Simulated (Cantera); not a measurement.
An isothermal, constant-pressure homogeneous reactor starts with 5.02 % H2, 10.7 % O2, 84.3 % N2, equivalence ratio 0.23, at 1123 K and 70000 Pa.

Model: GRI-Mech 3.0 (53 species, 325 reactions), integrated in Cantera. The temperature is held fixed by assumption; the heat of reaction is taken as removed at once.

x: mole fraction; the columns are a selection and need not sum to one.

| t (s) | x H2 | x O2 | x H | x N2O | x H2O |
|---|---|---|---|---|---|
| 1.00e-6 | 0.0502 | 0.107 | 5.19e-11 | <1e-12 | <1e-12 |
| 3.42e-6 | 0.0502 | 0.107 | 1.70e-10 | <1e-12 | 1.50e-11 |
| 1.17e-5 | 0.0502 | 0.107 | 6.92e-10 | <1e-12 | 3.57e-10 |
| 4.00e-5 | 0.0502 | 0.107 | 9.52e-9 | <1e-12 | 1.38e-8 |
| 0.000137 | 0.0501 | 0.107 | 2.18e-5 | 1.43e-11 | 3.83e-5 |
| 0.000468 | 0.00116 | 0.0839 | 0.000206 | ___ | 0.0499 |
| 0.00160 | 0.000137 | 0.0838 | 2.90e-6 | 7.26e-8 | 0.0513 |
| 0.00548 | 1.73e-5 | 0.0837 | 1.34e-7 | 7.81e-8 | 0.0514 |
| 0.0187 | 1.14e-6 | 0.0837 | 5.80e-9 | 8.04e-8 | 0.0514 |
| 0.0641 | 4.67e-8 | 0.0837 | 3.78e-10 | 8.15e-8 | 0.0514 |
| 0.219 | 6.07e-9 | 0.0837 | 4.47e-11 | 8.17e-8 | 0.0514 |
| 0.750 | 1.60e-9 | 0.0837 | 6.99e-12 | 8.02e-8 | 0.0514 |
| 2.56 | 6.33e-10 | 0.0837 | 1.75e-12 | ___ | 0.0515 |
| 8.77 | 5.01e-10 | 0.0837 | 1.18e-12 | ___ | 0.0515 |
| 30.0 | 4.94e-10 | 0.0837 | 1.15e-12 | ___ | 0.0515 |

Q: Some entries are withheld; supply them.

A: 
- 0.000468, x N2O: 5.58e-8
- 2.56, x N2O: 7.34e-8
- 8.77, x N2O: 5.37e-8
- 30.0, x N2O: 1.99e-8
